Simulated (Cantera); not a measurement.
A perfectly stirred reactor is fed with CH4 : O2 : N2 = 1 : 3.28 : 12.3 (molar parts), equivalence ratio 0.61, at 1.00 atm; it is adiabatic with a 748 K inlet, and is followed from long to short residence time, starting on the burning branch (τ in s: 0.41, 0.14, 0.05, 0.018, 0.0062, 0.0022, 0.00076, 0.00027, 9.3e-05).

Detailed kinetics in Cantera: GRI-Mech 3.0 (53 species, 325 reactions).

Question: What does this change do: N2 12.3 to 20 parts?

Answer: 
| quantity | before | after |
|---|---|---|
| blow-out, bracketed by the residence times tried | burning at 93.0 µs, the shortest tried | burning at 0.270 ms, out at 93.0 µs |
| x(CH4) at τ = 0.410 s | 1.20e-6 | 4.98e-6 |
| x(O2) at τ = 0.410 s | 0.0764 | 0.0526 |
| x(CH2CO) at τ = 0.410 s | 1.45e-11 | 3.62e-10 |
| x(H) at τ = 0.410 s | 3.00e-5 | 4.62e-6 |
| x(H2O) at τ = 0.410 s | 0.119 | 0.0821 |
| x(CH4) at τ = 6.20 ms | 3.06e-5 | 7.15e-5 |
| x(O2) at τ = 6.20 ms | 0.0770 | 0.0533 |
| x(CH2CO) at τ = 6.20 ms | 3.29e-9 | 1.49e-8 |
| x(H) at τ = 6.20 ms | 0.000323 | 0.000228 |
| x(H2O) at τ = 6.20 ms | 0.117 | 0.0806 |

Question: What does this change do: N2 12.3 to 8.6 parts?

Answer: 
```csv
quantity,before,after
"blow-out, bracketed by the residence times tried","burning at 93.0 µs, the shortest tried","burning at 93.0 µs, the shortest tried"
x(CH4) at τ = 0.410 s,1.20e-6,3.42e-7
x(O2) at τ = 0.410 s,0.0764,0.0946
x(CH2CO) at τ = 0.410 s,1.45e-11,6.85e-12
x(H) at τ = 0.410 s,3.00e-5,0.000271
x(H2O) at τ = 0.410 s,0.119,0.150
x(CH4) at τ = 6.20 ms,3.06e-5,1.67e-5
x(O2) at τ = 6.20 ms,0.0770,0.0982
x(CH2CO) at τ = 6.20 ms,3.29e-9,1.02e-9
x(H) at τ = 6.20 ms,0.000323,0.000544
x(H2O) at τ = 6.20 ms,0.117,0.148
```
